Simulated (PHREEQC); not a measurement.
1 kg of water holding 14 mmol/kgw Na2SO4, 10 mmol/kgw NaOH and 3.8 mmol/kgw Na2CO3 is evaporated at 25 °C; the solids stay in contact with the brine. CO2 is held at log p = -3.4 (atm). The run lets Burkeite, Mirabilite, Nahcolite, Natron, Thenardite, Trona precipitate or redissolve, and no other solid.

Model: Pitzer model, pitzer.dat, run in PHREEQC.

| water left (kg) | ionic strength | water activity | Mirabilite (mol) | Trona (mol) | Na in solution (mol/kgw) | C in solution (mol/kgw) | S in solution (mol/kgw) | pH |
|---|---|---|---|---|---|---|---|---|
| 1 | 0.0620 | 0.999 | 0 | 0 | 0.0456 | 0.0152 | 0.0140 | 9.27 |
| 0.6755 | 0.0927 | 0.998 | 0 | 0 | 0.0675 | 0.0215 | 0.0207 | 9.38 |
| 0.4563 | 0.139 | 0.998 | 0 | 0 | 0.0999 | 0.0304 | 0.0307 | 9.47 |
| 0.375 | 0.170 | 0.997 | 0 | 0 | 0.122 | 0.0361 | 0.0373 | 9.52 |
| 0.2534 | 0.254 | 0.996 | 0 | 0 | 0.180 | 0.0509 | 0.0553 | 9.60 |
| 0.1712 | 0.379 | 0.994 | 0 | 0 | 0.266 | 0.0719 | 0.0818 | 9.67 |
| 0.1157 | 0.566 | 0.991 | 0 | 0 | 0.394 | 0.102 | 0.121 | 9.73 |
| 0.07813 | 0.843 | 0.988 | 0 | 0 | 0.584 | 0.145 | 0.179 | 9.78 |
| 0.06423 | 1.03 | 0.986 | 0 | 0 | 0.710 | 0.173 | 0.218 | 9.81 |
| 0.04341 | 1.53 | 0.980 | 0 | 0 | 1.05 | 0.248 | 0.323 | 9.85 |
| 0.02936 | 2.27 | 0.971 | 0 | 0 | 1.55 | 0.356 | 0.477 | 9.89 |
| 0.01985 | 3.37 | 0.959 | 0 | 0 | 2.30 | 0.514 | 0.705 | 9.91 |
| 0.01344 | 5.00 | 0.942 | 0 | 0 | 3.39 | 0.746 | 1.04 | 9.93 |
| 0.01106 | 6.08 | 0.929 | 0 | 0 | 4.12 | 0.900 | 1.27 | 9.94 |
| 0.007361 | 8.84 | 0.895 | 0.000759 | 0 | 5.99 | 1.34 | 1.80 | 9.94 |
| 0.003801 | 11.7 | 0.850 | 0.00704 | 0.000395 | 7.98 | 2.40 | 1.83 | 9.99 |

Mirabilite from water left = 0.007361 kg (pH 9.94); Trona from water left = 0.003801 kg (pH 9.99).
